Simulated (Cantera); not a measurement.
An adiabatic, constant-pressure homogeneous reactor starts with H2 : O2 : N2 : H2O = 1 : 0.526 : 4 : 0.36 (molar parts), at 1125 K and 300000 Pa.

Computed with Cantera and the H2/O2 subset of GRI-Mech 3.0, which has no nitrogen chemistry. The hydrogen kinetics of GRI-Mech 3.0 are dated; newer H2 mechanisms differ, most at raised pressure.

One state of this run: T (K) = 2278; x H2 = 0.00346; x O2 = 0.00570; x H2O = 0.247; x O = 0.000191; x H2O2 = 1.35e-7; x H = 0.000295; x HO2 = 1.05e-6. x: mole fraction; the columns are a selection and need not sum to one.

Question: Which value of t (s) does it belong to?
A. 2.26e-5
B. 0.00210
C. 0.000464
D. 5.00e-6

Answer: B, 0.00210
